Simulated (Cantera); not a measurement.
Input: 1 mol Al, 52 mol NH3, 2.6 mol H2, 0.84 mol N2, equilibrated at 1898.15 K and 29.0 mbar.

Method: chemical equilibrium by Gibbs-energy minimisation in Cantera with the NASA 1993 tables (ideal gas, pure condensed phases). Rates play no part.

```csv
species,before,after
H2,0.749,0.754
N2,0.246,0.246
H,0.00398,2.42e-5
Al,0.00109,<1e-9
AlH,5.69e-5,<1e-9
"AlN(s), mol",0.877,1.00
```
Gas species are given as mole fractions.

**Question.** Which change was made?
A) temperature from 1898.15 K to 2173 K
B) temperature from 1898.15 K to 1398.15 K
C) pressure from 29.0 mbar to 0.133 bar
D) temperature from 1898.15 K to 1973 K

**Answer.** B, temperature from 1898.15 K to 1398.15 K
